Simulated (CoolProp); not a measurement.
Water along the isotherm 615.8 K: density (kg/m³) from the reference equation and from simpler models built on Tc = 647.1 K, pc = 22.06 MPa, ω = 0.344; each cubic takes its own stable root.

Values from CoolProp's reference Helmholtz-energy equation of state, Wagner 2002.

| p (MPa) | phase | reference | van der Waals | Soave-Redlich-Kwong |
|---|---|---|---|---|
| 12.5 | gas | 64.99 | 57.73 | 61.98 |
| 25 | liquid | 647.7 | 324.7 | 434.7 |
| 37.5 | liquid | 682.1 | 354.6 | (withheld) |
| 50 | liquid | 707.0 | 372.9 | 488.7 |
| 62.5 | liquid | 727.0 | 386.3 | (withheld) |
| 75 | liquid | 743.9 | (withheld) | (withheld) |
| 87.5 | liquid | (withheld) | 406.0 | 533.5 |
| 100 | liquid | 771.8 | (withheld) | 544.5 |

Fill in the missing entries.


- 37.5, Soave-Redlich-Kwong: 466.3
- 62.5, Soave-Redlich-Kwong: 506.3
- 75, van der Waals: 397.1
- 75, Soave-Redlich-Kwong: 521.0
- 87.5, reference: 758.6
- 100, van der Waals: 413.7
